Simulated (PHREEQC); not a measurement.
Brine

Consider water at 16 °C with 0.64 mol/kgw Na2SO4. Closed to the air; pH follows from the charge balance.

Model: Pitzer model, pitzer.dat, run in PHREEQC.

This is a speciation only: nothing precipitates in the calculation.

Problem. What activity of water does the model give?

Solution. activity of water 0.978.

Complexes and solids missing from the database can't appear.
